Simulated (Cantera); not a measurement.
Charge: 1 mol Cu2O, 4.5 mol CH4, 0.67 mol N2, at 2302 °C and 133 Pa.

Equilibrium computed with Cantera from the NASA thermochemical tables; the gas is ideal and each condensed phase is pure. Candidate condensed phases: C, C6H6, C7H8, C8H18, Cu, CuO, Cu(OH)2, Cu2O, H2O; 139 gas species. Equilibrium is a limit: real reactors are often held back by kinetics, nucleation or transport.

Base state: H 0.497, H2 0.275, Cu 0.118, CO 0.0591, N2 0.0345, HCN 0.00826, C2H2 (acetylene) 0.00404, C3 0.00116 (mole fractions); condensed: C(graphite).

Question: What changes in the equilibrium state with this change: temperature from 2302 °C to 1400 °C?

Answer: 
```json
[
 {"species": "H2", "before": "0.275", "after": "0.770"},
 {"species": "CO", "before": "0.0591", "after": "0.0858"},
 {"species": "Cu", "before": "0.118", "after": "0.0835"},
 {"species": "H", "before": "0.497", "after": "0.00274"},
 {"species": "N2", "before": "0.0345", "after": "0.0571"},
 {"species": "C3", "before": "0.00116", "after": "<1e-9"},
 {"species": "C2H", "before": "0.000612", "after": "<1e-9"},
 {"species": "C", "before": "0.000340", "after": "<1e-9"},
 {"species": "C2", "before": "0.000108", "after": "<1e-9"},
 {"species": "CN", "before": "0.000959", "after": "2.23e-8"},
 {"species": "C(graphite), mol", "before": "3.10", "after": "3.49"},
 {"species": "Cu(l), mol", "before": "0", "after": "1.02"}
]
```

Question: What changes in the equilibrium state with this change: temperature from 2302 °C to 677 °C?

Answer: 
```tsv
species	before	after
H2	0.275	0.843
CO	0.0591	0.0936
N2	0.0345	0.0628
H	0.497	1.40e-8
Cu	0.118	1.42e-9
C2H2 (acetylene)	0.00404	<1e-9
C3	0.00116	<1e-9
HNC	0.00105	<1e-9
CN	0.000959	<1e-9
C(graphite), mol	3.10	3.50
Cu(s), mol	0	2.00
```
